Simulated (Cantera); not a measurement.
Input: 1 mol Fe2O3, 0.11 mol H2O, 0.056 mol H2, held at 10.0 mbar.

These are equilibrium values from Cantera (NASA tables, ideal gas, pure condensed phases), not measurements of a reactor. Candidate condensed phases: Fe, FeO, Fe(OH)2, Fe(OH)3, Fe2O3, Fe3O4, H2O; 12 gas species. Mutual solubility and eutectic melting of coexisting phases are not modelled. The numbers say what is thermodynamically allowed, not how fast it happens. All values below are at 1025 K.

Base state: H2O 1.000, H2 1.57e-5 (mole fractions); condensed: Fe2O3(s) + Fe3O4(s).

### Question
What changes in the equilibrium state with this change: Fe2O3 replaced by MgO?

### Answer
```csv
species,before,after
H2O,1.000,0.663
H2,1.57e-5,0.337
"Fe2O3(s), mol",0.832,0
"Fe3O4(s), mol",0.112,0
"MgO(s), mol",0,1.00
```
Further candidate phases: Mg, MgO, Mg(OH)2.
